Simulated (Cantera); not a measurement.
Input (Python, Cantera) and output of one run.

```python
import numpy as np
import cantera as ct

gas_names = """
    C CO CO2 C2 C2O C3 C3O2 C4 C5 Ca CaO Ca2 O O2 O3
""".split()
cond_names = """
    C(gr) Ca(a) Ca(b) Ca(L) CaCO3(caL) CaO(s) CaO(L)
""".split()


# ... load() reads the species with a 1 bar reference pressure and builds the phases ...
atoms = {
    'CaCO3': {'Ca': 1, 'C': 1, 'O': 3},
    'CO2': {'C': 1, 'O': 2},
}
top_T = {'C(gr)': 4500}  # K; cautious upper limits of use, not melting points


# ... equilibrate(T, P, feed) seeds the gas with the atoms and calls Mixture.equilibrate('TP', solver="vcs", rtol=1e-11, max_steps=5000) ...
results = []
feed = {'CaCO3': 1, 'CO2': 0.013}  # mol
T = 1500  # K
P = 67000  # Pa
mix = equilibrate(T, P, feed)
results.append((T, P, feed, dict(zip(mix.species_names, mix.species_moles))))
x = sorted(zip(gas.X, gas.species_names), reverse=True)
print(f"T = {T:g} K  P = {P:g} Pa  gas = {mix.phase_moles(0):.4g} mol")
print("   x: " + "  ".join(f"{s} {v:.3e}" for v, s in x if v > 0.001))
print("   condensed (mol): " + ("  ".join(f"{mix.phase(i).name} {mix.phase_moles(i):.4g}"
      for i in range(1, mix.n_phases) if mix.phase_moles(i) > 1e-12) or "none"))
```

Result:

```
T = 1500 K  P = 67000 Pa  gas = 1.013 mol
   x: CO2 9.994e-01
   condensed (mol): CaO(s) 1
```

These are equilibrium values from Cantera (NASA tables, ideal gas, pure condensed phases), not measurements of a reactor.
